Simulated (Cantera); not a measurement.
Thermodynamics of silicon epitaxy and polysilicon growth, feed SiHCl₃ + N₂

Input: 1 mol SiHCl₃, a varied amount of N₂, at 973.15 K and 0.0430 bar.

Equilibrium computed with Cantera from the NASA thermochemical tables; the gas is ideal and each condensed phase is pure. Candidate condensed phases: NH₄Cl, Si, Si₃N₄; 28 gas species. N₂ is the only nitrogen source here; it is nearly inert below about 1500 K, so the nitride shown seldom forms there in practice. The tables' values for SiCl₃ are old estimates; treat these amounts as uncertain. Kinetics and transport are ignored.

From 12 mol N₂ to 67 mol N₂ the condensed part is Si₃N₄(s). The main Si-bearing gas is SiCl₄ throughout. The share of Si in condensed phases is highest at 67 mol N₂ (47.6 %) and lowest at 12 mol N₂ (45.5 %).

```
n(N₂) (mol)   x N₂   x HCl  x SiCl₄      x H₂  x SiHCl₃  x SiCl₃  x SiCl₂     x NH₃  n Si₃N₄(s)
-----------  -----  ------  -------  --------  --------  -------  -------  --------  ----------
12           0.889  0.0624   0.0414   0.00682   2.55e-5  1.81e-5  2.28e-7   1.60e-8       0.152
16           0.915  0.0488   0.0315   0.00474   1.72e-5  1.47e-5  1.97e-7   9.38e-9       0.153
21           0.934  0.0385   0.0242   0.00333   1.18e-5  1.20e-5  1.71e-7   5.59e-9       0.154
28           0.950  0.0297   0.0183   0.00228   7.89e-6  9.72e-6  1.48e-7   3.19e-9       0.156
38           0.962  0.0225   0.0135   0.00151   5.12e-6  7.74e-6  1.27e-7   1.74e-9       0.157
50           0.971  0.0175   0.0103   0.00104   3.45e-6  6.29e-6  1.10e-7  9.95e-10       0.158
67           0.978  0.0133  0.00768  0.000695   2.26e-6  5.05e-6  9.51e-8  5.45e-10       0.159
```
x: gas mole fraction; n: condensed amount in mol.
